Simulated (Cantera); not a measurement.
Cantera run:

```python
import numpy as np
import cantera as ct

gas_names = """
    H H2 N NH NH2 NH3 N2 N2H2 N2H4 Si SiH SiH2 SiH3 SiH4 SiN Si2 Si2N Si3
""".split()
cond_names = """
    Si(cr) Si(L) Si3N4(a)
""".split()


# ... load() reads the species with a 1 bar reference pressure and builds the phases ...
atoms = {
    'trisilylamine': {'Si': 3, 'N': 1, 'H': 9},
    'NH3': {'N': 1, 'H': 3},
    'N2': {'N': 2},
}
top_T = {'Si3N4(a)': 2400}  # K; cautious upper limits of use, not melting points


# ... equilibrate(T, P, feed) seeds the gas with the atoms and calls Mixture.equilibrate('TP', solver="vcs", rtol=1e-11, max_steps=5000) ...
results = []
feed = {'trisilylamine': 1, 'NH3': 18, 'N2': 5.7}  # mol
T = 2023.15  # K
P = 80  # Pa
mix = equilibrate(T, P, feed)
results.append((T, P, feed, dict(zip(mix.species_names, mix.species_moles))))
x = sorted(zip(gas.X, gas.species_names), reverse=True)
print(f"T = {T:g} K  P = {P:g} Pa  gas = {mix.phase_moles(0):.4g} mol")
print("   x: " + "  ".join(f"{s} {v:.3e}" for v, s in x if v > 0.0001))
print("   condensed (mol): " + ("  ".join(f"{mix.phase(i).name} {mix.phase_moles(i):.4g}"
      for i in range(1, mix.n_phases) if mix.phase_moles(i) > 1e-12) or "none"))
```

Result:

```
T = 2023.15 K  P = 80 Pa  gas = 50.94 mol
   x: H2 5.921e-01  N2 2.982e-01  Si 5.619e-02  H 5.172e-02  SiH 7.862e-04  Si2 4.854e-04  Si2N 2.169e-04  SiN 2.139e-04
   condensed (mol): none
```

Method: chemical equilibrium by Gibbs-energy minimisation in Cantera with the NASA 1993 tables (ideal gas, pure condensed phases). The feed counts by its element totals alone. The tables' values for SiN are old estimates; treat these amounts as uncertain. Gases not in the tables: Si2H6 and higher silanes.
